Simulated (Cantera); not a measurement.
Input: 1 mol CsCl, 2.9 mol H2, 2 mol N2, 0.28 mol H2O.

Equilibrium computed with Cantera from the NASA thermochemical tables; the gas is ideal and each condensed phase is pure. Candidate condensed phases: Cs, CsCl, CsOH, H2O, NH4Cl; 37 gas species. Equilibrium is a limit: real reactors are often held back by kinetics, nucleation or transport.

Stable condensed phases, one row left out:

```
T in °C \ P in Pa
           0.10   0.56    3.2     18    100    560   3200  18000 100000
   1300       A      A      A      A      A      A      A      A      A
   1250       A      A      A      A      A      A      A      A      A
   1200       A      A      A      A      A      A      A      A      A
   1150       A      A      A      A      A      A      A      A      A
   1100       A      A      A      A      A      A      A      A      A
   1050       A      A      A      A      A      A      A      A      B
   1000       A      A      A      A      A      A      A      A      B
    950       A      A      A      A      A      A      A      A      B
    850       A      A      A      A      A      A      A      B      B
    800       A      A      A      A      A      A      B      B      B
```

A: gas only; B: CsCl.

Question: Give the row for 900 °C.

Answer: 0.10: gas only; 0.56: gas only; 3.2: gas only; 18: gas only; 100: gas only; 560: gas only; 3200: gas only; 18000: CsCl; 100000: CsCl.
